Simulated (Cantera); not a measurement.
A diamond (100) surface in a fixed gas of H2 with x(CH4) = 0.019, x(H) = 0.0032, x(CH3) = 3.3e-05, at 1125 K; coverages are run to steady state.

Computed with Cantera and the Harris–Goodwin 1993 mechanism for the reconstructed diamond (100) surface.

θ: site fractions in the mechanism's names (c6HH fully hydrogenated, c6H* and c6*H radical sites, c6** diradical, c6HM methylated).

```
P (Pa)  growth (µm/h)  θ c6HH  θ c6H*  θ c6*H  θ c6**  θ c6HM
------  -------------  ------  ------  ------  ------  ------
410            0.0138   0.496  0.0303   0.454  0.0200       ?
790            0.0396   0.495  0.0303   0.454  0.0200       ?
1500            0.113   0.495  0.0303   0.453  0.0200       ?
2900            0.325   0.495  0.0303   0.453  0.0200       ?
5600            0.867   0.494  0.0303   0.452  0.0200       ?
11000            2.16   0.494  0.0303   0.452  0.0200       ?
21000            4.79   0.494  0.0303   0.452  0.0200       ?
40000            9.96   0.494  0.0304   0.451  0.0200       ?
```

Q: Fill in the missing entries.

A: 
- 410, θ c6HM: 0.000263
- 790, θ c6HM: 0.000473
- 1500, θ c6HM: 0.000798
- 2900, θ c6HM: 0.00126
- 5600, θ c6HM: 0.00181
- 11000, θ c6HM: 0.00234
- 21000, θ c6HM: 0.00274
- 40000, θ c6HM: 0.00301
